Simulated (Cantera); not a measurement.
Cantera run, input and output.

```python
import numpy as np
import cantera as ct

gas = ct.Solution("gri30.yaml")


def delay(T, t_max=10):
    gas.TPX = T, 2100000, {'CH4': 1, 'C2H6': 0.18, 'C3H8': 0.029, 'O2': 2.45, 'N2': 6.6}
    reactor = ct.IdealGasReactor(gas, clone=False)
    net = ct.ReactorNet([reactor])
    net.rtol, net.atol = 1e-8, 1e-16
    while net.time < t_max:
        t_old, T_old = net.time, reactor.T
        net.step()
        if reactor.T > T + 400:  # ignition: a rise of 400 K
            return t_old + (T + 400 - T_old) / (reactor.T - T_old) * (net.time - t_old)
    return np.nan


taus = []
for T in [1050, 1125, 1200, 1275, 1350, 1425, 1500, 1575, 1650, 1725]:
    taus.append(delay(T))
    print(f"T0 = {T:6g} K   tau = {taus[-1]:.4e} s")
```

Result:

```
T0 =   1050 K   tau = 3.6317e-03 s
T0 =   1125 K   tau = 1.0270e-03 s
T0 =   1200 K   tau = 3.4517e-04 s
T0 =   1275 K   tau = 1.3399e-04 s
T0 =   1350 K   tau = 5.8654e-05 s
T0 =   1425 K   tau = 2.8251e-05 s
T0 =   1500 K   tau = 1.4670e-05 s
T0 =   1575 K   tau = 8.1065e-06 s
T0 =   1650 K   tau = 4.7335e-06 s
T0 =   1725 K   tau = 2.9089e-06 s
```

Model: GRI-Mech 3.0 (53 species, 325 reactions), integrated in Cantera. The pressure lies above the range GRI-Mech 3.0 was tuned for (to about 10 atm).
